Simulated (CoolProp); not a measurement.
Aqueous potassium formate as a coolant, at -1 °C, 1 atm.

The numbers come from the Melinder's fits for secondary coolants in CoolProp.

```
mass %  freezing point (°C)  conductivity (W/(m K))  density (kg/m³)  cp (kJ/(kg K))  viscosity (mPa s)
------  -------------------  ----------------------  ---------------  --------------  -----------------
9.2                    -4.5                   0.549             1059           3.839               2.04
16.1                   -8.8                   0.539             1103           3.574               2.19
23                    -14.1                   0.528             1148           3.329               2.43
29.9                  -21.0                   0.515             1197           3.110               2.74
36.8                  -30.0                   0.500             1247           2.920               3.09
43.8                  -41.7                   0.482             1300           2.751               3.68
```
